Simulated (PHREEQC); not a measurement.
1 kg of water meets 20 L of dry gas (N2 0.57, O2 0.43 by moles) at fixed total pressure, at 60 °C; fugacities by Peng-Robinson. The gases take part in no redox reaction, some water evaporates into the gas, and hydrates or a liquid gas phase aren't modelled. No solid was allowed to form.

The numbers come from PHREEQC with the ion-association model, phreeqc.dat.

Task: Predict dissolved N2 (mol/kgw) at P (atm) = 2, 5, 30, 200.

Result: 
| P (atm) | dissolved N2 (mol/kgw) |
|---|---|
| 2 | 0.000498 |
| 5 | 0.00132 |
| 30 | 0.00795 |
| 200 | 0.0452 |

Complexes and solids missing from the database can't appear. Constants without temperature data keep their 25 °C values here.
